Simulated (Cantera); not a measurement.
Calcination and drying: MgSO4 + CO2

Input: 1 mol MgSO4, 8.6 mol CO2, equilibrated at 13300 Pa.

These are equilibrium values from Cantera (NASA tables, ideal gas, pure condensed phases), not measurements of a reactor. Candidate condensed phases: C, Mg, MgCO3, MgO, MgS, MgSO4, S; 26 gas species. Mutual solubility and eutectic melting of coexisting phases are not modelled. The numbers say what is thermodynamically allowed, not how fast it happens.

From 625 K to 850 K the condensed part is MgSO4(s). From 925 K to 1150 K the condensed part is MgO(s) + MgSO4(s). From 1225 K to 1300 K the condensed part is MgO(s).

```csv
T (K),log p CO2,log p SO2,log p O2,log p SO3,n MgSO4(s),n MgO(s)
625,-0.88,-11.54,-11.85,<-12,1.00,0
700,-0.88,-9.26,-9.56,-11.58,1.00,0
775,-0.88,-7.42,-7.72,-9.54,1.000,0
850,-0.88,-5.92,-6.22,-7.87,1.000,0
925,-0.88,-4.66,-4.96,-6.47,0.999,0.00143
1000,-0.88,-3.60,-3.90,-5.29,0.983,0.0166
1075,-0.89,-2.69,-2.99,-4.28,0.862,0.138
1150,-0.94,-1.91,-2.21,-3.41,0.0346,0.965
1225,-0.94,-1.89,-2.19,-3.66,0,1.00
1300,-0.94,-1.88,-2.18,-3.89,0,1.00
```
log p: log10 of the partial pressure in bar; n: condensed amount in mol.
